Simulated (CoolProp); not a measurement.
Vapour-liquid equilibrium of methane (1) + ethane (2) at 193 kPa; x and y are mole fractions of (1).

The numbers come from the multi-fluid Helmholtz-energy mixture model, Setzmann 1991 and Bücker 2006; pair parameters Kunz 2012 in CoolProp.

```json
[
 {"x": "0.05", "bubble temperature (°C)": "-99.4", "y at the bubble point": "…", "dew temperature at overall composition x (°C)": "-76.8", "liquid density (mol/L)": "18.71"},
 {"x": "0.15", "bubble temperature (°C)": "-123.2", "y at the bubble point": "0.954", "dew temperature at overall composition x (°C)": "…", "liquid density (mol/L)": "20.11"},
 {"x": "0.25", "bubble temperature (°C)": "-133.3", "y at the bubble point": "0.983", "dew temperature at overall composition x (°C)": "-81.8", "liquid density (mol/L)": "20.99"},
 {"x": "0.35", "bubble temperature (°C)": "-139.0", "y at the bubble point": "0.992", "dew temperature at overall composition x (°C)": "-84.6", "liquid density (mol/L)": "21.72"},
 {"x": "0.45", "bubble temperature (°C)": "-142.7", "y at the bubble point": "0.995", "dew temperature at overall composition x (°C)": "-87.8", "liquid density (mol/L)": "22.39"},
 {"x": "0.55", "bubble temperature (°C)": "-145.4", "y at the bubble point": "0.997", "dew temperature at overall composition x (°C)": "-91.4", "liquid density (mol/L)": "23.02"},
 {"x": "0.65", "bubble temperature (°C)": "-147.5", "y at the bubble point": "0.998", "dew temperature at overall composition x (°C)": "-95.8", "liquid density (mol/L)": "23.62"},
 {"x": "0.75", "bubble temperature (°C)": "-149.3", "y at the bubble point": "0.999", "dew temperature at overall composition x (°C)": "-101.2", "liquid density (mol/L)": "24.21"},
 {"x": "0.85", "bubble temperature (°C)": "…", "y at the bubble point": "0.999", "dew temperature at overall composition x (°C)": "-108.7", "liquid density (mol/L)": "24.77"},
 {"x": "0.95", "bubble temperature (°C)": "-152.3", "y at the bubble point": "1.000", "dew temperature at overall composition x (°C)": "-122.4", "liquid density (mol/L)": "25.30"}
]
```

Problem. What belongs in the gaps?

Solution. 
- 0.05, y at the bubble point: 0.719
- 0.15, dew temperature at overall composition x (°C): -79.2
- 0.85, bubble temperature (°C): -150.8

No azeotrope shows between x = 0.05 and 0.95.

Pair parameters are fitted to limited data, so mixtures are less certain than the pure fluids.
